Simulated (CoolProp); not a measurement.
Saturation properties of dimethyl carbonate (Tc = 557.0 K, pc = 4909 kPa, ω = 0.346).

Computed with CoolProp (reference Helmholtz-energy equation of state, Zhou 2011).

```json
[
 {"T (K)": "363", "p (kPa)": "100.5", "liquid density (kg/m³)": "974.4", "vapour density (kg/m³)": "3.089"},
 {"T (K)": "367.1", "p (kPa)": "114.4", "liquid density (kg/m³)": "968.5", "vapour density (kg/m³)": "3.485"},
 {"T (K)": "371.3", "p (kPa)": "130.1", "liquid density (kg/m³)": "962.4", "vapour density (kg/m³)": "3.932"},
 {"T (K)": "375.5", "p (kPa)": "147.4", "liquid density (kg/m³)": "956.3", "vapour density (kg/m³)": "4.423"},
 {"T (K)": "379.7", "p (kPa)": "166.6", "liquid density (kg/m³)": "950.1", "vapour density (kg/m³)": "4.960"},
 {"T (K)": "383.9", "p (kPa)": "187.6", "liquid density (kg/m³)": "943.9", "vapour density (kg/m³)": "5.548"},
 {"T (K)": "388.1", "p (kPa)": "210.7", "liquid density (kg/m³)": "937.7", "vapour density (kg/m³)": "6.188"},
 {"T (K)": "392.3", "p (kPa)": "235.9", "liquid density (kg/m³)": "931.3", "vapour density (kg/m³)": "6.885"},
 {"T (K)": "396.5", "p (kPa)": "263.4", "liquid density (kg/m³)": "925.0", "vapour density (kg/m³)": "7.642"},
 {"T (K)": "400.7", "p (kPa)": "293.3", "liquid density (kg/m³)": "918.5", "vapour density (kg/m³)": "8.463"},
 {"T (K)": "404.9", "p (kPa)": "325.8", "liquid density (kg/m³)": "912.0", "vapour density (kg/m³)": "9.352"},
 {"T (K)": "409", "p (kPa)": "360.1", "liquid density (kg/m³)": "905.6", "vapour density (kg/m³)": "10.29"},
 {"T (K)": "413.2", "p (kPa)": "398.1", "liquid density (kg/m³)": "899.0", "vapour density (kg/m³)": "11.33"}
]
```

It boils at 363.3 K under 1 atm.
